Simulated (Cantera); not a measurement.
# Pyrogenic steam for wet oxidation

A perfectly stirred reactor is fed with H₂ : O₂ : N₂ = 1.3 : 1 : 8 (molar parts), at 0.133 bar; it is held at 900 K, and followed from long to short residence time.

Model: the H2/O2 subset of GRI-Mech 3.0, which has no nitrogen chemistry, integrated in Cantera. Radical loss at walls, strong at low pressure, is not modelled. Below about 950 K walls govern HO2 and H2O2 in real vessels. The temperature is held fixed by assumption; the heat of reaction is taken as removed at once.

```
τ (s)       x H₂    x O₂      x OH    x HO₂       x H   x H₂O       x O
-------  -------  ------  --------  -------  --------  ------  --------
1.4      0.00230  0.0374   2.59e-5  7.26e-6   2.98e-5   0.132   2.79e-5
0.47     0.00385  0.0381   4.53e-5  8.21e-6   8.63e-5   0.131   5.51e-5
0.16     0.00645  0.0394   7.74e-5  9.06e-6  0.000242   0.128  0.000104
0.054     0.0109  0.0415  0.000130  9.87e-6  0.000661   0.123  0.000190
0.018     0.0184  0.0453  0.000211  1.07e-5   0.00172   0.114  0.000340
0.0062    0.0305  0.0514  0.000322  1.16e-5   0.00395  0.0996  0.000576
0.0021    0.0498  0.0614  0.000443  1.24e-5   0.00777  0.0766  0.000906
0.00072   0.0786  0.0758  0.000469  1.26e-5    0.0106  0.0441   0.00112
```
x: mole fraction; the columns are a selection and need not sum to one.
